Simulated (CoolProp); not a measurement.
Properties of hexamethyldisiloxane (MM) along the isotherm 297.75 °C.

The numbers come from the reference Helmholtz-energy equation of state, Thol 2016 in CoolProp.

```
p (MPa)          phase  cp (kJ/(kg K))  speed of sound (m/s)  isothermal compressibility (1/MPa)
-------  -------------  --------------  --------------------  ----------------------------------
1.38               gas           2.296                 140.7                                   …
2.76     supercritical           2.797                 107.9                              0.6649
4.14     supercritical           3.039                     …                              0.2512
5.52     supercritical           2.725                 194.1                                   …
6.9      supercritical           2.617                 244.3                             0.04627
8.28     supercritical           2.562                     …                             0.03175
9.66     supercritical           2.529                 318.8                             0.02409
11       supercritical           2.507                     …                             0.01951
12.4     supercritical           2.490                 375.0                             0.01627
13.8     supercritical           2.477                 399.7                             0.01395
15.2     supercritical           2.467                 422.5                             0.01222
16.6     supercritical           2.459                 443.7                             0.01087
17.9     supercritical           2.453                 462.1                            0.009859
19.3     supercritical           2.447                 480.9                            0.008964
```

Task: Fill in the missing entries.

Result: 
- 1.38, isothermal compressibility (1/MPa): 0.9183
- 4.14, speed of sound (m/s): 129.1
- 5.52, isothermal compressibility (1/MPa): 0.08267
- 8.28, speed of sound (m/s): 284.7
- 11, speed of sound (m/s): 347.8
